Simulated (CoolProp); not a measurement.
Computed with CoolProp (reference Helmholtz-energy equation of state, Thol 2018).

For hydrogen chloride, give the phase and the cp (kJ/(kg K)), isothermal compressibility (1/MPa), expansivity (1/kK), fugacity coefficient at 514 K and 13200 kPa; 514 K and 15100 kPa.


- 514 K and 13200 kPa: supercritical; cp 1.03, isothermal compressibility 0.0830, expansivity 2.94, fugacity coefficient 0.882
- 514 K and 15100 kPa: supercritical; cp 1.07, isothermal compressibility 0.0728, expansivity 3.07, fugacity coefficient 0.868
